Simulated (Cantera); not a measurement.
A closed system holds: 1 mol Ti, 0.04 mol O2, 150 mol H2, equilibrated at 17.0 mbar.

Method: chemical equilibrium by Gibbs-energy minimisation in Cantera with the NASA 1993 tables (ideal gas, pure condensed phases). Candidate condensed phases: H2O, Ti, TiO, TiO2, Ti2O3, Ti3O5, Ti4O7; 12 gas species. Mutual solubility and eutectic melting of coexisting phases are not modelled. TiO: taken at fixed stoichiometry. Condensed phases not in the tables: N, O or C dissolved in the metal. Rates play no part.

x: gas mole fraction; n: condensed amount in mol.

```json
[
 {"T (K)": "1100", "x H2": "1.00", "x H": "1.98e-7", "x Ti": "<1e-12", "x H2O": "1.32e-12", "x TiO": "<1e-12", "n Ti(α)": "0.920", "n TiO(s)": "0.0800", "n Ti(β)": "0"},
 {"T (K)": "1150", "x H2": "1.000", "x H": "5.72e-7", "x Ti": "<1e-12", "x H2O": "5.22e-12", "x TiO": "<1e-12", "n Ti(α)": "0.920", "n TiO(s)": "0.0800", "n Ti(β)": "0"},
 {"T (K)": "1200", "x H2": "1.000", "x H": "1.51e-6", "x Ti": "6.13e-12", "x H2O": "1.86e-11", "x TiO": "<1e-12", "n Ti(α)": "0", "n TiO(s)": "0.0800", "n Ti(β)": "0.920"},
 {"T (K)": "1250", "x H2": "1.000", "x H": "3.71e-6", "x Ti": "3.91e-11", "x H2O": "5.97e-11", "x TiO": "<1e-12", "n Ti(α)": "0", "n TiO(s)": "0.0800", "n Ti(β)": "0.920"},
 {"T (K)": "1300", "x H2": "1.000", "x H": "8.48e-6", "x Ti": "2.16e-10", "x H2O": "1.73e-10", "x TiO": "<1e-12", "n Ti(α)": "0", "n TiO(s)": "0.0800", "n Ti(β)": "0.920"},
 {"T (K)": "1350", "x H2": "1.000", "x H": "1.83e-5", "x Ti": "1.05e-9", "x H2O": "4.59e-10", "x TiO": "?", "n Ti(α)": "0", "n TiO(s)": "0.0800", "n Ti(β)": "0.920"},
 {"T (K)": "1400", "x H2": "1.000", "x H": "3.73e-5", "x Ti": "4.54e-9", "x H2O": "1.13e-9", "x TiO": "?", "n Ti(α)": "0", "n TiO(s)": "0.0800", "n Ti(β)": "0.920"},
 {"T (K)": "1450", "x H2": "1.000", "x H": "7.25e-5", "x Ti": "1.78e-8", "x H2O": "2.61e-9", "x TiO": "?", "n Ti(α)": "0", "n TiO(s)": "0.0800", "n Ti(β)": "0.920"},
 {"T (K)": "1500", "x H2": "1.000", "x H": "0.000135", "x Ti": "6.33e-8", "x H2O": "5.69e-9", "x TiO": "?", "n Ti(α)": "0", "n TiO(s)": "0.0800", "n Ti(β)": "0.920"},
 {"T (K)": "1550", "x H2": "1.000", "x H": "0.000242", "x Ti": "2.08e-7", "x H2O": "1.18e-8", "x TiO": "?", "n Ti(α)": "0", "n TiO(s)": "0.0800", "n Ti(β)": "0.920"},
 {"T (K)": "1600", "x H2": "1.000", "x H": "0.000417", "x Ti": "6.32e-7", "x H2O": "2.32e-8", "x TiO": "?", "n Ti(α)": "0", "n TiO(s)": "0.0800", "n Ti(β)": "0.920"},
 {"T (K)": "1650", "x H2": "0.999", "x H": "0.000697", "x Ti": "1.79e-6", "x H2O": "4.37e-8", "x TiO": "?", "n Ti(α)": "0", "n TiO(s)": "0.0800", "n Ti(β)": "0.920"}
]
```

Problem. Complete the blanks.

Solution. 
- 1350, x TiO: 3.28e-12
- 1400, x TiO: 2.03e-11
- 1450, x TiO: 1.10e-10
- 1500, x TiO: 5.33e-10
- 1550, x TiO: 2.32e-9
- 1600, x TiO: 9.18e-9
- 1650, x TiO: 3.33e-8
